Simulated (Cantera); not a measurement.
A perfectly stirred reactor is fed with 40.0 % CH4, 60.0 % H2, at 760 Torr; it is held at 1975 K, and followed from long to short residence time.

Model: GRI-Mech 3.0 (53 species, 325 reactions), integrated in Cantera. GRI-Mech 3.0 stops at C3 and has no aromatics, soot or wall deposition, so with more carbon than oxygen in the feed, carbon stays in small species such as C2H2 where larger ones or solid carbon would form.

Task: Predict: x(CH4) at τ = 0.530 s; x(H2) at τ = 0.530 s; x(C2H4) at τ = 0.530 s; x(C2H2) at τ = 0.530 s; x(CH3) at τ = 0.530 s; x(CH4) at τ = 22.0 ms; x(H2) at τ = 22.0 ms; x(C2H4) at τ = 22.0 ms; x(C2H2) at τ = 22.0 ms; x(CH3) at τ = 22.0 ms.

Result: 
| Item | Result |
|---|---|
| x(CH4) at τ = 0.530 s | 0.00901 |
| x(H2) at τ = 0.530 s | 0.850 |
| x(C2H4) at τ = 0.530 s | 0.000929 |
| x(C2H2) at τ = 0.530 s | 0.139 |
| x(CH3) at τ = 0.530 s | 0.000262 |
| x(CH4) at τ = 22.0 ms | 0.0362 |
| x(H2) at τ = 22.0 ms | 0.832 |
| x(C2H4) at τ = 22.0 ms | 0.001000 |
| x(C2H2) at τ = 22.0 ms | 0.129 |
| x(CH3) at τ = 22.0 ms | 0.00102 |
